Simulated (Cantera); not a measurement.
Input: 1 mol MgO, 15 mol HBr, 23 mol N₂, equilibrated at 975 °C and 4.90 mbar.

Method: chemical equilibrium by Gibbs-energy minimisation in Cantera with the NASA 1993 tables (ideal gas, pure condensed phases). Candidate condensed phases: Br₂, H₂O, Mg, MgBr₂, MgO, Mg(OH)₂; 36 gas species. Equilibrium is a limit: real reactors are often held back by kinetics, nucleation or transport.

Base state: N₂ 0.602, HBr 0.334, H₂O 0.0244, MgBr₂ 0.0244, Br 0.00987, H₂ 0.00507, Br₂ 0.000132 (mole fractions); condensed: MgO(s).

Task: What changes in the equilibrium state with this change: temperature from 975 °C to 1202 °C?

Result: 
| species | before | after |
|---|---|---|
| N₂ | 0.602 | 0.593 |
| HBr | 0.334 | 0.293 |
| Br | 0.00987 | 0.0416 |
| H₂ | 0.00507 | 0.0209 |
| H₂O | 0.0244 | 0.0258 |
| MgBr₂ | 0.0244 | 0.0258 |
| H | 4.75e-7 | 2.68e-5 |
| Br₂ | 0.000132 | 0.000124 |
| MgO(s), mol | 0.0700 | 0 |

Task: What changes in the equilibrium state with this change: HBr from 15 to 2.5 mol?

Result: 
```json
[
 {"species": "N₂", "before": "0.602", "after": "0.900"},
 {"species": "HBr", "before": "0.334", "after": "0.0820"},
 {"species": "H₂O", "before": "0.0244", "after": "0.00598"},
 {"species": "MgBr₂", "before": "0.0244", "after": "0.00598"},
 {"species": "Br₂", "before": "0.000132", "after": "2.05e-5"},
 {"species": "H₂", "before": "0.00507", "after": "0.00197"},
 {"species": "Br", "before": "0.00987", "after": "0.00389"},
 {"species": "MgO(s), mol", "before": "0.0700", "after": "0.847"}
]
```
